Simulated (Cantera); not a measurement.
A perfectly stirred reactor is fed with CH4 : CO2 : H2 = 1 : 0.57 : 0.36 (molar parts), at 750 Torr; it is held at 2200 K, and followed from long to short residence time.

Computed with Cantera and GRI-Mech 3.0 (53 species, 325 reactions). GRI-Mech 3.0 stops at C3 and has no aromatics, soot or wall deposition, so with more carbon than oxygen in the feed, carbon stays in small species such as C2H2 where larger ones or solid carbon would form.

```tsv
quantity	before	after
x(CH4) at τ = 1.10 s	0.00137	0.00154
x(CO2) at τ = 1.10 s	8.42e-5	7.27e-5
x(H2) at τ = 1.10 s	0.607	0.608
x(CH2) at τ = 1.10 s	1.96e-6	1.48e-6
x(H2O2) at τ = 1.10 s	<1e-12	<1e-12
x(CH4) at τ = 22.0 ms	0.00831	0.00831
x(CO2) at τ = 22.0 ms	0.00308	0.00269
x(H2) at τ = 22.0 ms	0.581	0.584
x(CH2) at τ = 22.0 ms	1.10e-5	7.79e-6
x(H2O2) at τ = 22.0 ms	3.32e-12	2.76e-12
```

### Question
Which change was made?
(A) temperature 2200 to 1950 K
(B) pressure from 750 Torr to 3080 Torr
(C) pressure from 750 Torr to 82.5 Torr
(D) pressure from 750 Torr to 1130 Torr

### Answer
D, pressure from 750 Torr to 1130 Torr
